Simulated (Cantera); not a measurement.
Input: 1 mol Cr, 8.9 mol NH3, 1.6 mol N2, held at 0.100 bar.

Method: chemical equilibrium by Gibbs-energy minimisation in Cantera with the NASA 1993 tables (ideal gas, pure condensed phases). Candidate condensed phases: Cr, CrN, Cr2N; 11 gas species. Kinetics and transport are ignored.

Q: Which condensed phases are stable at each of these points (T (K)): 1448, 1498, 1548, 1598, 1648, 1698, 1748, 1798, 1848, 1898, 1948?

A: 
| T (K) | condensed phases | Cr condensed (%) |
|---|---|---|
| 1448 | Cr2N(s) | 100.0 |
| 1498 | Cr(s) | 100.0 |
| 1548 | Cr(s) | 100.0 |
| 1598 | Cr(s) | 99.9 |
| 1648 | Cr(s) | 99.8 |
| 1698 | Cr(s) | 99.6 |
| 1748 | Cr(s) | 99.2 |
| 1798 | Cr(s) | 98.2 |
| 1848 | Cr(s) | 96.5 |
| 1898 | Cr(s) | 93.4 |
| 1948 | Cr(s) | 87.7 |

At 1448 K the condensed part is Cr2N(s). From 1498 K to 1948 K the condensed part is Cr(s).
